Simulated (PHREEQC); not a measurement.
Consider water at 25 °C with 0.28 mol HF, 5.5e-05 mol KF and 0.06 mol H2SiF6 per kg of water. Closed to the air; pH follows from the charge balance.

Model: ion-association model, wateq4f.dat, run in PHREEQC.

No solid was allowed to form.

Question: Order these F species by the share of F that they hold, largest first: SiF6-2, H2F2, HF, F-, HF2-.

Answer: SiF6-2 (56 %), HF (24 %), H2F2 (20 %), HF2- (0.29 %), F- (0.24 %)

The pH is 1.01 and the ionic strength 0.182 mol/kgw. Complexes and solids missing from the database can't appear. wateq4f.dat counts part of the HF as a dimer, H2F2, which phreeqc.dat doesn't know; its constant is uncertain. SiF6-2 is the database's only silicon fluoride.
